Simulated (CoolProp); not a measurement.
Vapour pressure (bar) of R113: the reference equation beside estimates from Tc = 214.1 °C, pc = 33.92 bar, ω = 0.253.

The numbers come from the reference Helmholtz-energy equation of state, Marx 1992 in CoolProp.

| T (°C) | reference | van der Waals | Redlich-Kwong | Soave-Redlich-Kwong |
|---|---|---|---|---|
| 15.65 | 0.3059 | 2.747 | 0.6108 | 0.3040 |
| 31.05 | 0.5656 | 3.694 | 1.043 | 0.5624 |
| 46.45 | 0.9757 | 4.841 | 1.672 | 0.9717 |
| 61.75 | 1.583 | 6.194 | 2.539 | 1.581 |
| 77.15 | 2.455 | 7.784 | 3.703 | 2.458 |
| 92.55 | 3.651 | 9.619 | 5.206 | 3.666 |
| 107.85 | 5.229 | 11.70 | 7.080 | 5.266 |
| 123.25 | 7.284 | 14.05 | 9.395 | 7.355 |
| 138.65 | 9.885 | 16.69 | 12.18 | 10.00 |
| 153.95 | 13.09 | 19.60 | 15.46 | 13.27 |

Absolute difference from the reference over all 10 rows, mean and median: van der Waals 275.4 and 190.3 %, Redlich-Kwong 51.5 and 46.7 %, Soave-Redlich-Kwong 0.6 and 0.6 %.
